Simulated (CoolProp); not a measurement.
R115 at 293.15 K and 0.372 MPa is throttled through a valve to 0.022 MPa with no heat exchange. Each further row changes one setting.

Values from CoolProp's reference Helmholtz-energy equation of state, Lemmon 2016.

| case | temperature change (K) | final density (kg/m³) |
|---|---|---|
| as stated | (withheld) | 1.43 |
| outlet pressure 0.0066 MPa | (withheld) | (withheld) |
| outlet pressure 0.0286 MPa | (withheld) | (withheld) |

### Question
Fill in the missing entries.

### Answer

- as stated, temperature change (K): -5.3
- outlet pressure 0.0066 MPa, temperature change (K): -5.5
- outlet pressure 0.0066 MPa, final density (kg/m³): 0.427
- outlet pressure 0.0286 MPa, temperature change (K): -5.2
- outlet pressure 0.0286 MPa, final density (kg/m³): 1.86
